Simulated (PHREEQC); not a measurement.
PHREEQC input (ion-association model, wateq4f.dat):

```
SOLUTION_MASTER_SPECIES
  An  An-  0  An  62.0  # stands for a non-complexing anion
SOLUTION_SPECIES
  An- = An-
    -log_k 0
    -gamma 3.0 0
PHASES
  Fix_H+
    H+ = H+
    -log_k 0
SOLUTION 1
  temp 25
  units mmol/kgw
  pH 7 charge
  Se(6) 0.011
  Na 50.022
  An 50
END
SELECTED_OUTPUT 1
  -reset false
  -pH true
  -pe true
  -ionic_strength true
  -water true
  -totals Na Se Se(-2) Se(4) Se(6)
  -molalities Hfo_wOH Hfo_wOH2+ Hfo_wO- Hfo_sOH Hfo_sOH2+ Hfo_sO- Hfo_wSeO4- Hfo_wOHSeO4-2
USER_PUNCH 1
  -headings sigma psi
  10 PUNCH EDL("sigma", "Hfo"), EDL("psi", "Hfo")
PRINT
  -reset false
USE solution 1
SURFACE 1
  Hfo_wOH 0.00449438 600 2
  Hfo_sOH 0.00011236
EQUILIBRIUM_PHASES 1
  Fix_H+ -4 HAn 10
    -force_equality true
  O2(g) -0.68 10
END
# ... the last block is repeated for the other 16 points of pH, with NaOH or the acid as the point needs
```

Selected output (columns that matter, 11 of 17 rows; pH added in front):

```
pH	mu	Na	Se	m_Hfo_wOH	m_Hfo_wOH2+	m_Hfo_wO-	m_Hfo_sOH	m_Hfo_sOH2+	m_Hfo_sO-	m_Hfo_wSeO4-	m_Hfo_wOHSeO4-2	sigma	psi
4	0.051967	0.050022	6.7027e-09	0.00089236	0.0035859	5.0872e-06	2.2364e-05	8.9869e-05	1.2749e-07	7.0062e-06	3.987e-06	0.29395	0.15889
5	0.051158	0.050022	3.4504e-08	0.0021757	0.0022597	4.7988e-05	5.4525e-05	5.6632e-05	1.2026e-06	3.4248e-06	7.5407e-06	0.18082	0.13449
5.5	0.050833	0.050022	1.1507e-07	0.002694	0.0016912	9.8307e-05	6.7513e-05	4.2383e-05	2.4636e-06	2.3445e-06	8.5405e-06	0.12974	0.11785
6.5	0.050381	0.050022	1.9631e-06	0.003267	0.00096492	0.0002534	8.184e-05	2.4172e-05	6.3478e-06	1.0336e-06	8.0033e-06	0.057277	0.078066
7	0.05024	0.050022	6.1431e-06	0.0033819	0.00076531	0.00034235	8.4638e-05	1.9153e-05	8.5682e-06	4.3733e-07	4.4196e-06	0.034115	0.05533
8	0.050051	0.050022	1.0823e-05	0.0034494	0.00054006	0.00050472	8.6239e-05	1.3502e-05	1.2618e-05	1.1371e-08	1.6609e-07	0.0028856	0.0056377
9	0.050207	0.050358	1.0997e-05	0.0034138	0.00038242	0.00069812	8.5346e-05	9.5607e-06	1.7453e-05	1.5967e-10	3.2596e-09	-0.026021	-0.044918
9.5	0.050361	0.050639	1.0999e-05	0.0033373	0.00029647	0.00086061	8.3432e-05	7.4117e-06	2.1515e-05	1.9671e-11	5.0641e-10	-0.046498	-0.068537
10.5	0.051114	0.051795	1.1e-05	0.0028857	0.00012893	0.0014797	7.2143e-05	3.2231e-06	3.6992e-05	3.3682e-13	1.7241e-11	-0.11133	-0.11004
11	0.052257	0.053235	1.1e-05	0.0024285	6.7618e-05	0.0019981	6.0713e-05	1.6905e-06	4.9953e-05	4.5202e-14	3.7125e-12	-0.15912	-0.12746
12	0.064365	0.066108	1.0999e-05	0.0010557	7.4423e-06	0.0034309	2.6394e-05	1.8606e-07	8.5773e-05	7.3161e-16	2.3724e-13	-0.28219	-0.15133
```

Complexes and solids missing from the database can't appear.
